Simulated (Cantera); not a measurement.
A closed system holds: 1 mol PbO, 0.79 mol O2, a varied amount of N2, equilibrated at 1573 K and 165 Torr.

Equilibrium computed with Cantera from the NASA thermochemical tables; the gas is ideal and each condensed phase is pure. Candidate condensed phases: Pb, PbO, PbO2, Pb3O4; 12 gas species. Gases not in the tables: (PbO)n polymers. Rates play no part.

x: gas mole fraction; n: condensed amount in mol.

```json
[
 {"n(N2) (mol)": "1.5", "x N2": "0.588", "x O2": "0.311", "x PbO": "0.0969", "x Pb": "?", "n PbO(l)": "0.745"},
 {"n(N2) (mol)": "2", "x N2": "0.643", "x O2": "0.255", "x PbO": "0.0969", "x Pb": "?", "n PbO(l)": "0.689"},
 {"n(N2) (mol)": "2.6", "x N2": "0.688", "x O2": "0.210", "x PbO": "0.0969", "x Pb": "?", "n PbO(l)": "0.620"},
 {"n(N2) (mol)": "3.4", "x N2": "0.727", "x O2": "0.170", "x PbO": "0.0969", "x Pb": "?", "n PbO(l)": "0.529"},
 {"n(N2) (mol)": "4.4", "x N2": "0.759", "x O2": "0.138", "x PbO": "0.0969", "x Pb": "?", "n PbO(l)": "0.413"},
 {"n(N2) (mol)": "5.8", "x N2": "0.788", "x O2": "0.109", "x PbO": "0.0969", "x Pb": "?", "n PbO(l)": "0.250"},
 {"n(N2) (mol)": "7.5", "x N2": "0.809", "x O2": "0.0875", "x PbO": "0.0969", "x Pb": "0.00554", "n PbO(l)": "0.0505"},
 {"n(N2) (mol)": "9.8", "x N2": "0.843", "x O2": "0.0701", "x PbO": "0.0809", "x Pb": "0.00516", "n PbO(l)": "0"},
 {"n(N2) (mol)": "13", "x N2": "0.877", "x O2": "0.0551", "x PbO": "0.0629", "x Pb": "?", "n PbO(l)": "0"},
 {"n(N2) (mol)": "17", "x N2": "0.903", "x O2": "0.0435", "x PbO": "0.0491", "x Pb": "?", "n PbO(l)": "0"},
 {"n(N2) (mol)": "22", "x N2": "0.923", "x O2": "0.0345", "x PbO": "0.0385", "x Pb": "?", "n PbO(l)": "0"}
]
```

Task: Fill in the missing entries.

Result: 
- 1.5, x Pb: 0.00294
- 2, x Pb: 0.00324
- 2.6, x Pb: 0.00357
- 3.4, x Pb: 0.00397
- 4.4, x Pb: 0.00441
- 5.8, x Pb: 0.00496
- 13, x Pb: 0.00453
- 17, x Pb: 0.00398
- 22, x Pb: 0.00350
